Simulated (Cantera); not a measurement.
Input (Python, Cantera) and output of one run.

```python
import numpy as np
import cantera as ct

gas_names = """
    H H2 Pb Pb2
""".split()
cond_names = """
    Pb(cr) Pb(L)
""".split()


# ... load() reads the species with a 1 bar reference pressure and builds the phases ...
atoms = {
    'Pb': {'Pb': 1},
    'H2': {'H': 2},
}
top_T = {}  # K; cautious upper limits of use, not melting points


# ... equilibrate(T, P, feed) seeds the gas with the atoms and calls Mixture.equilibrate('TP', solver="vcs", rtol=1e-11, max_steps=5000) ...
results = []
feed = {'Pb': 1, 'H2': 30}  # mol
P = 10000  # Pa
for T in [475, 575, 675, 775, 875, 975, 1075]:
    mix = equilibrate(T, P, feed)
    results.append((T, P, feed, dict(zip(mix.species_names, mix.species_moles))))

top = {s: max(r[3][s] / sum(r[3][g] for g in gas_names) for r in results) for s in gas_names}
cols = sorted((s for s in top if top[s] > 0.0001), key=lambda s: -top[s])[:6]
seen = [c for c in cond_names if any(r[3].get(c, 0) > 1e-12 for r in results)]
print("log10 of partial pressures in bar; condensed amounts in mol")
print(f"{'T/K':>10s}" + "".join(f"{s[:9]:>10s}" for s in cols + seen))
for T, P, feed, n in results:
    ng = sum(n[g] for g in gas_names)
    print(f"{T:10.4g}" + "".join(f"{np.log10(max(n[s] / ng * P / 1e5, 1e-99)):10.3f}" for s in cols)
          + "".join(f"{n.get(c, 0):10.4g}" for c in seen))
```

Result:

```
log10 of partial pressures in bar; condensed amounts in mol
       T/K        H2        Pb    Pb(cr)     Pb(L)
       475    -1.000   -15.721         1         0
       575    -1.000   -12.018         1         0
       675    -1.000    -9.471         0         1
       775    -1.000    -7.604         0         1
       875    -1.000    -6.171         0    0.9998
       975    -1.000    -5.038         0    0.9972
      1075    -1.000    -4.120         0    0.9772
```

Method: chemical equilibrium by Gibbs-energy minimisation in Cantera with the NASA 1993 tables (ideal gas, pure condensed phases).
